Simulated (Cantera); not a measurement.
A closed system holds: 1 mol FeS, 0.062 mol SO₂, 8.2 mol H₂O, equilibrated at 10.0 mbar.

These are equilibrium values from Cantera (NASA tables, ideal gas, pure condensed phases), not measurements of a reactor. Candidate condensed phases: Fe, FeO, Fe(OH)₂, Fe(OH)₃, FeS, FeSO₄, FeS₂, Fe₂O₃, Fe₂(SO₄)₃, Fe₃O₄, H₂O, H₂SO₄, S; 22 gas species. The tables' stoichiometric FeO is somewhat more stable than real wüstite, so its field is too wide. FeO: taken at fixed stoichiometry. Rates play no part.

Task: At 1425 K, list the 4 most abundant gas species with their mole fractions, and the condensed phases.

Result: H₂O 0.744, H₂ 0.167, SO₂ 0.0412, S₂ 0.0303. Condensed: FeO(s).
